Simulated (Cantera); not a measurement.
Thermodynamics of sublimation and decomposition of ceramics, feed SiO₂ + C + H₂

Charge: 1 mol SiO₂, a varied amount of C, 0.038 mol H₂, at 1577 °C and 1 atm.

Cantera equilibrium calculation (NASA polynomials, part measured and part estimated; ideal gas, pure solids and liquids). Candidate condensed phases: C, C₆H₆, C₇H₈, C₈H₁₈, H₂O, Si, SiC, SiO₂; 123 gas species. Mutual solubility and eutectic melting of coexisting phases are not modelled. The tables hold silica as quartz up to 1696 K and as liquid above; real silica turns to tridymite and cristobalite and melts near 1996 K. Kinetics and transport are ignored.

From 0.0061 mol C to 0.78 mol C the condensed part is SiC(s) + SiO₂(condensed). The main Si-bearing gas is SiO throughout.

```
n(C) (mol)  log p CO  log p H₂  log p SiO  log p H  log p H₂O  log p CH₄  log p CO₂  log p C₂H₂ (acetylene)  n SiC(s)  n SiO₂(condensed)
----------  --------  --------  ---------  -------  ---------  ---------  ---------  ----------------------  --------  -----------------
0.0061         -0.98     -0.06      -1.47    -3.30      -3.84      -4.15      -5.36                   -5.35   0.00154              0.997
0.012          -0.75     -0.09      -1.55    -3.32      -3.79      -4.07      -5.05                   -5.07   0.00356              0.995
0.024          -0.52     -0.16      -1.62    -3.35      -3.79      -4.06      -4.75                   -4.84   0.00756              0.991
0.049          -0.33     -0.28      -1.68    -3.41      -3.84      -4.16      -4.50                   -4.70    0.0158              0.983
0.098          -0.20     -0.44      -1.73    -3.49      -3.96      -4.40      -4.32                   -4.69    0.0320              0.966
0.19           -0.12     -0.64      -1.76    -3.59      -4.13      -4.74      -4.21                   -4.78    0.0624              0.935
0.39           -0.06     -0.90      -1.78    -3.72      -4.37      -5.22      -4.14                   -4.96     0.128              0.867
0.78           -0.03     -1.17      -1.79    -3.85      -4.63      -5.75      -4.10                   -5.19     0.257              0.734
```
log p: log10 of the partial pressure in bar; n: condensed amount in mol.
